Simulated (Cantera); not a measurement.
**Stirred combustor or abatement burner**

A perfectly stirred reactor is fed with 14.3 % CH3OH, 16.5 % O2, 62.2 % N2, 7.02 % H2O, equivalence ratio 1.3, at 1000000 Pa; it is adiabatic with a 525 K inlet, and is followed from long to short residence time, starting on the burning branch (τ in s: 0.053, 0.026, 0.012, 0.006, 0.0029, 0.0014, 0.00068, 0.00033, 0.00016, 7.7e-05, 3.7e-05, 1.8e-05).

Computed with Cantera and GRI-Mech 3.0 (53 species, 325 reactions). GRI-Mech 3.0 was tuned for natural gas; its chemistry of methanol as a main component is partial and can be far from experiment.

```csv
τ (s),T (K),x CH3OH,x O2,x H2O,x OH,x H2,x C2H,x CO
0.053,2133,1.14e-6,4.84e-5,0.280,0.000341,0.0377,1.10e-11,0.0517
0.026,2132,1.93e-6,7.93e-5,0.280,0.000424,0.0377,1.82e-11,0.0518
0.012,2129,3.24e-6,0.000132,0.279,0.000563,0.0377,2.51e-11,0.0518
0.0060,2126,4.99e-6,0.000206,0.279,0.000746,0.0378,3.00e-11,0.0519
0.0029,2121,7.76e-6,0.000330,0.279,0.00101,0.0378,3.69e-11,0.0520
0.0014,2113,1.21e-5,0.000530,0.278,0.00134,0.0379,5.10e-11,0.0522
0.00068,2103,1.90e-5,0.000853,0.277,0.00176,0.0381,8.36e-11,0.0526
0.00033,2090,3.05e-5,0.00137,0.276,0.00224,0.0384,1.64e-10,0.0531
0.00016,2070,5.01e-5,0.00221,0.274,0.00277,0.0387,3.71e-10,0.0541
7.7e-5,2043,8.65e-5,0.00359,0.272,0.00326,0.0392,9.34e-10,0.0558
3.7e-5,2005,0.000162,0.00600,0.270,0.00356,0.0398,2.43e-9,0.0590
1.8e-5,1940,0.000360,0.0111,0.267,0.00323,0.0408,5.50e-9,0.0660
```
x: mole fraction; the columns are a selection and need not sum to one.
